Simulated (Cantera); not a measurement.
## Thermodynamics of carbon deposition, reforming and gasification, feed C3H8 + CO2

Charge: 1 mol C3H8, 0.034 mol CO2, held at 1448 K and 0.200 bar.

Method: chemical equilibrium by Gibbs-energy minimisation in Cantera with the NASA 1993 tables (ideal gas, pure condensed phases). Candidate condensed phases: C, C6H6, C7H8, C8H18, H2O; 110 gas species. Equilibrium is a limit: real reactors are often held back by kinetics, nucleation or transport.

```yaml
x(H2): 0.983
x(CO): 0.0167
x(CH4): 0.000644
x(H): 2.04e-5
x(H2O): 8.33e-6
x(C2H2 (acetylene)): 4.67e-6
n(C(graphite)): 2.96 mol
gas_amount: 4.065 mol
```
